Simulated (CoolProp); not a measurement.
Vapour-liquid equilibrium of R134a (1) + R142b (2) at 0.207 bar; x and y are mole fractions of (1).

The numbers come from the multi-fluid Helmholtz-energy mixture model, Tillner-Roth 1994 and Lemmon 2006; pair parameters Bell 2016 in CoolProp.

### Question
Give the bubble temperature and the first vapour's composition at x = 0.05, 0.2, 0.8. Is there an azeotrope?

### Answer
x = 0.05: 229.1 K, y = 0.123; x = 0.2: 225.7 K, y = 0.390; x = 0.8: 218.6 K, y = 0.879. No azeotrope shows between x = 0.05 and 0.95.

The pair parameters rest on a limited set of measurements; away from them the model extrapolates.
